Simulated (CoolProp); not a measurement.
Computed with CoolProp (reference Helmholtz-energy equation of state, Thol 2017).

### Question
For octamethyltrisiloxane (MDM), give the phase and the density (kg/m³), cv (kJ/(kg K)), Joule-Thomson coefficient (K/MPa) at 178.35 °C and 0.784 MPa.

### Answer
- 178.35 °C and 0.784 MPa: liquid; density 645, cv 1.85, Joule-Thomson coefficient -0.0348
